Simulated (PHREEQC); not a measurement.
Synthetic water in mg/kgw, 25 °C, pH 6.42, pe 2.7:

```
constituent           mg/kgw
------------------  --------
Na                   0.00379
K                    0.00313
Ca                    0.0162
Mg                   0.00419
Cl                   0.00987
S(6) as SO4           0.0122
Alkalinity as HCO3    0.0495
N(-3) as NH4        1.23e-05
Li                  0.000104
Br                   0.00305
```

Valence states are taken as typed.

Equilibrium calculation in PHREEQC: ion-association model, phreeqc.dat.

The ionic strength comes out as 2.48e-6 mol/kgw and the charge-balance error comes out as 0.9 %.

```tsv
species	molality	activity	log γ
HCO3-	1.17e-6	1.16e-6	-0.001
CO2	9.94e-7	9.94e-7	0.000
Ca+2	4.04e-7	4.01e-7	-0.003
H+	3.81e-7	3.80e-7	-0.001
Cl-	2.78e-7	2.78e-7	-0.001
Mg+2	1.72e-7	1.71e-7	-0.003
Na+	1.65e-7	1.65e-7	-0.001
SO4-2	1.27e-7	1.26e-7	-0.003
K+	8.01e-8	7.99e-8	-0.001
Br-	3.82e-8	3.81e-8	-0.001
```

This is a speciation only: nothing precipitates in the calculation. Species that the database lacks are ignored.
